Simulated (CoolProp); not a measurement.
Vapour-liquid equilibrium of R1234yf (1) + R134a (2) at 0.0298 MPa; x and y are mole fractions of (1).

Computed with CoolProp (multi-fluid Helmholtz-energy mixture model, Lemmon 2022 and Tillner-Roth 1994; pair parameters Bell 2022).

| x | bubble temperature, mixture model (K) | bubble temperature, Raoult's law (K) | y, mixture model | y, Raoult's law |
|---|---|---|---|---|
| 0.05 | 222.7 | 223.1 | 0.082 | 0.062 |
| 0.15 | 221.7 | 222.7 | 0.220 | 0.183 |
| 0.25 | 221.0 | 222.2 | 0.333 | 0.297 |
| 0.35 | 220.4 | 221.8 | 0.430 | 0.406 |
| 0.45 | 219.9 | 221.4 | 0.518 | 0.510 |
| 0.55 | 219.5 | 221.0 | 0.601 | 0.609 |
| 0.65 | 219.3 | 220.5 | 0.682 | 0.704 |
| 0.75 | 219.1 | 220.1 | 0.765 | 0.794 |
| 0.85 | 219.0 | 219.7 | 0.852 | 0.879 |
| 0.95 | 219.1 | 219.3 | 0.948 | 0.961 |

The largest gap from Raoult's law is -1.5 K in bubble temperature, at x = 0.45. y crosses x between x = 0.85 and 0.95: the model has an azeotrope there.

Pair parameters are fitted to limited data, so mixtures are less certain than the pure fluids.
